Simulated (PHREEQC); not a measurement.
HF is added in steps, without added water, to 1 kg of water holding 0.0012 mol/kgw Na2HPO4 and 0.00031 mol/kgw (NH4)2SiF6, at 25 °C. O2 is buffered at 0.21 atm. The system is closed to CO2. The run lets Quartz precipitate or redissolve, and no other solid.

Base run: PHREEQC, ion-association model, phreeqc.dat. Each further column changes one thing. The table gives H4SiO4 (mol/kgw).

```csv
HF added (mol),base,Davies equation for every ion,Debye-Hückel limiting law,database wateq4f.dat,metal-ligand complexes left out
0,0.000105,0.000105,0.000105,0.000281,0.000105
0.0005625,0.000105,0.000105,0.000105,0.000281,0.000105
0.001238,0.000105,0.000105,0.000105,…,0.000105
0.0018,0.000105,0.000105,0.000105,0.000174,0.000105
0.002363,0.000105,0.000105,0.000105,…,0.000105
0.003037,5.24e-5,5.23e-5,5.23e-5,…,5.23e-5
0.0036,2.38e-5,2.37e-5,2.37e-5,…,2.37e-5
```

Question: Complete the blanks.

Answer: 
- 0.001238, database wateq4f.dat: 0.000240
- 0.002363, database wateq4f.dat: 0.000111
- 0.003037, database wateq4f.dat: 5.31e-5
- 0.0036, database wateq4f.dat: 2.44e-5

SiF6-2 is the database's only silicon fluoride. H3PO4, which wateq4f.dat lacks, is added to it with the constant of phreeqc.dat. phreeqc.dat and wateq4f.dat share most of their constants, so their agreement is no independent check. Solids allowed in the column 'database wateq4f.dat': Chalcedony.
